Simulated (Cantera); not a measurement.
**CHF3 + HCl + H2 (fluorocarbon and chlorocarbon gases)**

Charge: 1 mol CHF3, 0.029 mol HCl, 0.1 mol H2, held at 2250 K.

Method: chemical equilibrium by Gibbs-energy minimisation in Cantera with the NASA 1993 tables (ideal gas, pure condensed phases). Candidate condensed phases: C, C6H6, C7H8, C8H18; 118 gas species. Gases not in the tables: C2F6 and larger saturated fluorocarbons. Rates play no part.

```json
[
 {"P (Pa)": "1", "log p HF": "-5.40", "log p F": "-5.24", "log p CF4": "-12.86", "log p CF2": "-7.59", "log p Cl": "-7.02", "log p CF": "-7.10", "log p CF3": "-11.53", "n C(graphite)": "0.961"},
 {"P (Pa)": "10", "log p HF": "-4.38", "log p F": "-4.26", "log p CF4": "-8.95", "log p CF2": "-5.63", "log p Cl": "-6.01", "log p CF": "-6.12", "log p CF3": "-8.60", "n C(graphite)": "0.908"},
 {"P (Pa)": "100", "log p HF": "-3.34", "log p F": "-3.40", "log p CF4": "-5.50", "log p CF2": "-3.91", "log p Cl": "-4.96", "log p CF": "-5.26", "log p CF3": "-6.01", "n C(graphite)": "0.645"},
 {"P (Pa)": "1000", "log p HF": "-2.24", "log p F": "-2.82", "log p CF4": "-3.15", "log p CF2": "-2.73", "log p Cl": "-3.87", "log p CF": "-4.67", "log p CF3": "-4.25", "n C(graphite)": "0.434"},
 {"P (Pa)": "10000", "log p HF": "-1.17", "log p F": "-2.46", "log p CF4": "-1.74", "log p CF2": "-2.03", "log p Cl": "-2.82", "log p CF": "-4.32", "log p CF3": "-3.19", "n C(graphite)": "0.483"},
 {"P (Pa)": "100000", "log p HF": "-0.15", "log p F": "-2.18", "log p CF4": "-0.63", "log p CF2": "-1.47", "log p Cl": "-1.85", "log p CF": "-4.04", "log p CF3": "-2.36", "n C(graphite)": "0.528"}
]
```
log p: log10 of the partial pressure in bar; n: condensed amount in mol.

From 1.00e-5 bar to 1.00 bar the condensed part is C(graphite). The main C-bearing gas is CF at 1.00e-5 bar and CF4 at 1.00 bar. The share of C in condensed phases is highest at 1.00e-5 bar (96.1 %) and lowest at 0.0100 bar (43.4 %).
